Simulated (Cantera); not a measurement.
A closed system holds: 1 mol V, 3.1 mol NH₃, 2.4 mol N₂, held at 948.15 K and 9.40e-6 bar.

Method: chemical equilibrium by Gibbs-energy minimisation in Cantera with the NASA 1993 tables (ideal gas, pure condensed phases). Candidate condensed phases: V, VN; 11 gas species. VN: taken at fixed stoichiometry. Condensed phases not in the tables: V₂N. Equilibrium is a limit: real reactors are often held back by kinetics, nucleation or transport.

Base state: H₂ 0.574, N₂ 0.426 (mole fractions); condensed: VN(s).

### Question
What changes in the equilibrium state with this change: temperature from 948.15 K to 2575 K?

### Answer
```
species      before    after
----------  -------  -------
H           1.30e-7    0.648
N₂            0.426    0.278
V             <1e-9   0.0704
H₂            0.574  0.00329
N             <1e-9  9.87e-5
VN(s), mol     1.00        0
```
